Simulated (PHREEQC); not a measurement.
Dissolve 0.27 mol/kgw HF, 0.0032 mol/kgw NH4HF2 and 0.022 mol/kgw (NH4)2SiF6 at 25 °C. Closed to the air; pH follows from the charge balance.

The numbers come from PHREEQC with the ion-association model, phreeqc.dat.

This is a speciation only: nothing precipitates in the calculation.

Q: Predict the pH, density, activity of water.

A: pH 1.76; density 1.001 g/cm³; activity of water 0.994.

Q: In which forms is F present?

A: HF 59 %, SiF6-2 32 %, HF2- 5.6 %, F- 3.0 % of the F.

SiF6-2 is the database's only silicon fluoride.
